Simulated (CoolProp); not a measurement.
Model: reference Helmholtz-energy equation of state, Gao 2016, in CoolProp.

**Question.** For sulfur dioxide, give the phase and the cv (kJ/(kg K)) at 21.95 °C and 4.77 MPa; 148.05 °C and 0.0832 MPa.

**Answer.** 
- 21.95 °C and 4.77 MPa: liquid; cv 0.810
- 148.05 °C and 0.0832 MPa: gas; cv 0.562
